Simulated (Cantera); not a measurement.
Input: 1 mol SiHCl3, 0.5 mol C2H4, 900 mol H2, held at 65.0 mbar.

These are equilibrium values from Cantera (NASA tables, ideal gas, pure condensed phases), not measurements of a reactor. Candidate condensed phases: C, C6H6, C7H8, C8H18, Si, SiC; 109 gas species. Kinetics and transport are ignored.

Problem. At 1773 K, list the 3 most abundant gas species with their mole fractions, and the condensed phases.

Solution. H2 0.996, HCl 0.00331, H 0.00111. Condensed: SiC(s).
